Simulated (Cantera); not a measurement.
Mixture: H₂ : O₂ : N₂ = 1 : 0.575 : 2.16 (molar parts), at 7.40 atm, adiabatic and at constant volume. Ignition delay is the time to a rise of 400 K.

Model: GRI-Mech 3.0 (53 species, 325 reactions), integrated in Cantera. The hydrogen kinetics of GRI-Mech 3.0 are dated; newer H2 mechanisms differ, most at raised pressure. Where the delays flatten at high temperature, the 400 K rule measures the pace of heat release, not the induction time.

Task: Predict: delay at 1098 K; delay at 1298 K; delay at 1498 K; delay at 1698 K; delay at 1898 K.

Result: 
| Quantity | Value |
|---|---|
| delay at 1098 K | 0.863 ms |
| delay at 1298 K | 5.19 µs |
| delay at 1498 K | 1.83 µs |
| delay at 1698 K | 1.05 µs |
| delay at 1898 K | 0.745 µs |
